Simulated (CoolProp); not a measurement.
Vapour-liquid equilibrium of ethanol (1) + n-decane (2) at 430.7 K; x and y are mole fractions of (1).

Model: multi-fluid Helmholtz-energy mixture model, Schroeder 2014 and Lemmon 2006; pair parameters Bell 2016, in CoolProp.

**Question.** Give the bubble pressure and the first vapour's composition at x = 0.25, 0.65, 0.75. Is there an azeotrope?

**Answer.** x = 0.25: 6.623 bar, y = 0.895; x = 0.65: 9.105 bar, y = 0.934; x = 0.75: 9.717 bar, y = 0.946. No azeotrope shows between x = 0.05 and 0.95.

Pair parameters are fitted to limited data, so mixtures are less certain than the pure fluids. With so large a gap from Raoult's law the liquid may split in two, which this calculation doesn't test in full.
